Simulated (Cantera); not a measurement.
Feed: 1 mol Cu2O, 1.4 mol H2, at 1123 K and 370 Pa.

Cantera equilibrium calculation (NASA polynomials, part measured and part estimated; ideal gas, pure solids and liquids). Candidate condensed phases: Cu, CuO, Cu(OH)2, Cu2O, H2O; 12 gas species. The numbers say what is thermodynamically allowed, not how fast it happens.

Base state: H2O 0.714, H2 0.286 (mole fractions); condensed: Cu(s).

Q: What changes in the equilibrium state with this change: Cu2O replaced by Cr2O3?

A: 
```csv
species,before,after
H2,0.286,1.000
H2O,0.714,4.34e-5
"Cu(s), mol",2.00,0
"Cr2O3(s), mol",0,1.000
```
Further candidate phases: Cr, Cr2O3.
